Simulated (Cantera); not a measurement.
Feed: 1 mol CuO, 0.56 mol CH4, 0.22 mol CO, held at 2000 K and 1.00 bar.

Method: chemical equilibrium by Gibbs-energy minimisation in Cantera with the NASA 1993 tables (ideal gas, pure condensed phases). Candidate condensed phases: C, C6H6, C7H8, C8H18, Cu, CuO, Cu(OH)2, Cu2O, H2O; 113 gas species. Equilibrium is a limit: real reactors are often held back by kinetics, nucleation or transport.

Base state: H2 0.395, CO 0.369, H2O 0.191, CO2 0.0391, Cu 0.00431, H 0.00102, OH 4.95e-5, Cu2 1.78e-5 (mole fractions); condensed: Cu(l).

### Question
What changes in the equilibrium state with this change: temperature from 2000 K to 973 K?

### Answer
```
species      before   after
----------  -------  ------
H2            0.395   0.449
CO            0.369   0.280
CO2          0.0391   0.128
H2O           0.191   0.127
CH4         5.91e-9  0.0160
Cu          0.00431   <1e-9
H           0.00102   <1e-9
OH          4.95e-5   <1e-9
Cu2         1.78e-5   <1e-9
Cu(l), mol    0.992       0
Cu(s), mol        0    1.00
```
